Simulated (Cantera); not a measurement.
Input (Python, Cantera):

```python
import numpy as np
import cantera as ct

gas = ct.Solution("h2o2.yaml")


def delay(T, t_max=10):
    gas.TPX = T, 101325, {'H2': 1, 'O2': 0.556, 'N2': 2.09}
    reactor = ct.IdealGasConstPressureReactor(gas, clone=False)
    net = ct.ReactorNet([reactor])
    net.rtol, net.atol = 1e-8, 1e-16
    while net.time < t_max:
        t_old, T_old = net.time, reactor.T
        net.step()
        if reactor.T > T + 400:  # ignition: a rise of 400 K
            return t_old + (T + 400 - T_old) / (reactor.T - T_old) * (net.time - t_old)
    return np.nan


taus = []
for T in [1200, 1300, 1400, 1500, 1600, 1700, 1800]:
    taus.append(delay(T))
    print(f"T0 = {T:6g} K   tau = {taus[-1]:.4e} s")

# d ln(tau) / d ln(k), from doubling and halving each rate constant
T, sens = 1700, []
for i in range(gas.n_reactions):
    gas.set_multiplier(2.0, i)
    up = delay(T)
    gas.set_multiplier(0.5, i)
    down = delay(T)
    gas.set_multiplier(1.0, i)
    sens.append((np.log(up / down) / np.log(4.0), gas.reaction(i).equation))
sens.sort(key=lambda x: -abs(x[0]))
print(f"sensitivities at {T} K")
for s, eq in sens[:10]:
    print(f"{s:8.3f}  {eq}")
```

It prints:

```
T0 =   1200 K   tau = 4.6734e-05 s
T0 =   1300 K   tau = 3.0195e-05 s
T0 =   1400 K   tau = 2.2338e-05 s
T0 =   1500 K   tau = 1.8463e-05 s
T0 =   1600 K   tau = 1.6748e-05 s
T0 =   1700 K   tau = 1.6368e-05 s
T0 =   1800 K   tau = 1.6909e-05 s
sensitivities at 1700 K
  -0.259  H + O2 <=> O + OH
  -0.204  H + O2 + H2O <=> HO2 + H2O
  -0.162  H + OH + M <=> H2O + M
  -0.075  H2 + O <=> H + OH
  -0.056  2 H + H2O <=> H2 + H2O
  -0.054  H + O2 + N2 <=> HO2 + N2
  -0.051  H2 + OH <=> H + H2O
  -0.039  H + O2 + M <=> HO2 + M
  -0.035  H + HO2 <=> H2 + O2
  -0.031  2 H + M <=> H2 + M
```

Model: the H2/O2 subset of GRI-Mech 3.0, which has no nitrogen chemistry, integrated in Cantera. Where the delays flatten at high temperature, the 400 K rule measures the pace of heat release, not the induction time.
